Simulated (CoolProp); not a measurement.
R142b along the isotherm 158.65 °C: Z from the reference equation and from simpler models built on Tc = 137.1 °C, pc = 4.055 MPa, ω = 0.232; each cubic takes its own stable root.

Values from CoolProp's reference Helmholtz-energy equation of state, Lemmon 2006. It is a short technical equation, of lower accuracy than the large ones.

```
p (MPa)          phase  reference  van der Waals  Soave-Redlich-Kwong  Peng-Robinson
-------  -------------  ---------  -------------  -------------------  -------------
1.69               gas     0.8683         0.8791               0.8710         0.8566
3.38               gas     0.7014         0.7177               0.7124            ___
5.07     supercritical     0.4472         0.4000               0.4819            ___
6.76     supercritical        ___         0.3963               0.3751         0.3451
8.45     supercritical     0.3371            ___               0.4022         0.3665
10.1     supercritical     0.3783         0.5130               0.4426         0.4018
11.8     supercritical     0.4234            ___               0.4876         0.4416
13.5     supercritical     0.4690         0.6390               0.5336         0.4825
15.2     supercritical     0.5146         0.7016               0.5796         0.5236
16.9     supercritical     0.5599         0.7637               0.6255         0.5647
18.6     supercritical     0.6049         0.8253               0.6711         0.6055
20.3     supercritical        ___         0.8864               0.7163         0.6460
```

Question: What belongs in the gaps?

Answer: 
- 3.38, Peng-Robinson: 0.6866
- 5.07, Peng-Robinson: 0.4538
- 6.76, reference: 0.3075
- 8.45, van der Waals: 0.4528
- 11.8, van der Waals: 0.5760
- 20.3, reference: 0.6496
